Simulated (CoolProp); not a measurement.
Saturation properties of normal hydrogen (Tc = -240.0 °C, pc = 12.96 bar, ω = -0.219).

Model: reference Helmholtz-energy equation of state, Leachman 2009, in CoolProp.

```tsv
T (°C)	p (bar)	liquid density (kg/m³)	vapour Z
-247.25	3.862	63.25	0.7736
-246.45	4.515	61.86	0.7489
-245.65	5.242	60.35	0.7223
-244.85	6.047	58.70	0.6935
-244.05	6.936	56.88	0.6620
-243.25	7.914	54.82	0.6270
-242.35	9.129	52.08	0.5817
-241.55	10.32	49.01	0.5329
-240.75	11.62	44.66	0.4672
```

It boils at -252.8 °C under 1 atm.
